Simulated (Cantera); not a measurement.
Charge: 1 mol HgO, 1.2 mol N₂, held at 677 °C and 16.0 Pa.

These are equilibrium values from Cantera (NASA tables, ideal gas, pure condensed phases), not measurements of a reactor. Candidate condensed phases: Hg, HgO; 10 gas species. Equilibrium is a limit: real reactors are often held back by kinetics, nucleation or transport.

Base state: N₂ 0.444, Hg 0.370, O₂ 0.185, NO 1.24e-5 (mole fractions); condensed: gas only.

Task: What changes in the equilibrium state with this change: HgO replaced by PbO?

Result: 
| species | before | after |
|---|---|---|
| N₂ | 0.444 | 1.000 |
| PbO | 0 | 0.000330 |
| Pb | 0 | 6.51e-5 |
| Hg | 0.370 | 0 |
| O₂ | 0.185 | 3.24e-5 |
| NO | 1.24e-5 | 2.45e-7 |
| PbO(yellow), mol | 0 | 1.000 |
Further candidate phases: Pb, PbO, PbO₂, Pb₃O₄.
